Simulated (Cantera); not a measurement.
A closed system holds: 1 mol Cu2O, 1.3 mol H2, 11 mol N2, equilibrated at 71.0 Pa.

These are equilibrium values from Cantera (NASA tables, ideal gas, pure condensed phases), not measurements of a reactor. Candidate condensed phases: Cu, CuO, Cu(OH)2, Cu2O, H2O; 27 gas species. Kinetics and transport are ignored.

Question: At 1048 K, list the 3 most abundant gas species with their mole fractions, and the condensed phases.

Answer: N2 0.894, H2O 0.0813, H2 0.0244. Condensed: Cu(s).
